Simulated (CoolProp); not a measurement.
Vapour-liquid equilibrium of CF4 (R14) (1) + R13 (2) at 0.414 MPa; x and y are mole fractions of (1).

Values from CoolProp's multi-fluid Helmholtz-energy mixture model, Platzer 1990 and Platzer 1990; pair parameters Bell 2016. This equation is an older, rougher fit; its heat capacities, sound speeds and derivatives of the liquid may be far off and weren't checked against measurements.

Question: Give the bubble temperature and the first vapour's composition at x = 0.35, 0.5, 0.8. Is there an azeotrope?

Answer: x = 0.35: -86.5 °C, y = 0.856; x = 0.5: -92.5 °C, y = 0.916; x = 0.8: -100.3 °C, y = 0.974. No azeotrope shows between x = 0.05 and 0.95.

The pair parameters rest on a limited set of measurements; away from them the model extrapolates.
